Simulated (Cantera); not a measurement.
An isothermal, constant-pressure homogeneous reactor starts with H2 : O2 = 0.038 : 1 (molar parts), at 998 K and 1330 Pa.

Model: the H2/O2 subset of GRI-Mech 3.0, which has no nitrogen chemistry, integrated in Cantera. Radical loss at walls, strong at low pressure, is not modelled. The temperature is held fixed by assumption; the heat of reaction is taken as removed at once.

One state of this run: x H2 = 4.92e-7; x O2 = 0.963; x H = 1.51e-7; x HO2 = 1.42e-7; x H2O2 = 1.93e-8. x: mole fraction; the columns are a selection and need not sum to one.

### Question
Which value of t (s) does it belong to?
(A) 0.00914
(B) 1.00
(C) 0.153
(D) 0.391

### Answer
B, 1.00
